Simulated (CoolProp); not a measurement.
Properties of R410A at several states.

The numbers come from the reference Helmholtz-energy equation of state, Lemmon 2003 in CoolProp. It is a pseudo-pure fit of the blend.

```
T (K)  p (kPa)  phase  cp (kJ/(kg K))  fugacity coefficient
-----  -------  -----  --------------  --------------------
491.1      754    gas               …                0.9851
312        539    gas               …                     …
464.9      450    gas               …                0.9888
```

### Question
What belongs in the gaps?

### Answer

- 491.1, cp (kJ/(kg K)): 1.101
- 312, cp (kJ/(kg K)): 0.9076
- 312, fugacity coefficient: 0.9420
- 464.9, cp (kJ/(kg K)): 1.063
